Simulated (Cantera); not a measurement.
**Transport properties of process gases**

Gas mixture: C₃H₈ : C₂H₂ = 0.84 : 0.65 (molar parts), at 0.000938 atm, frozen composition.

Cantera's kinetic-theory transport with the Lennard-Jones parameters of GRI-Mech 3.0, ideal gas; thermal conductivity in the multicomponent form. The composition is frozen, though it would react at the higher temperatures.

| T (K) | ρ (kg/m³) | cp (J/kg/K) | μ (µPa s) | λ (mW/m/K) | Pr | D (cm²/s) OH | D (cm²/s) NH₃ | D (cm²/s) N₂ |
|---|---|---|---|---|---|---|---|---|
| 400 | 0.00103 | 2070 | 11.8 | 32.3 | 0.757 | 359 | 246 | 239 |
| 600 | 0.000690 | 2702 | 16.7 | 58.7 | 0.769 | 728 | 536 | 488 |
| 800 | 0.000517 | 3174 | 20.9 | 85.7 | 0.773 | 1190 | 912 | 799 |
| 1000 | 0.000414 | 3536 | 24.6 | 112 | 0.775 | 1730 | 1360 | 1170 |
| 1200 | 0.000345 | 3792 | 28.0 | 137 | 0.774 | 2360 | 1880 | 1590 |
| 1400 | 0.000296 | 4005 | 31.1 | 161 | 0.773 | 3050 | 2450 | 2050 |
| 1600 | 0.000259 | 4180 | 34.0 | 184 | 0.773 | 3810 | 3090 | 2560 |
| 1800 | 0.000230 | 4322 | 36.8 | 206 | 0.772 | 4630 | 3770 | 3120 |
| 2000 | 0.000207 | 4437 | 39.5 | 227 | 0.771 | 5510 | 4510 | 3720 |
D: mixture-averaged diffusion coefficient of that species in the mixture.
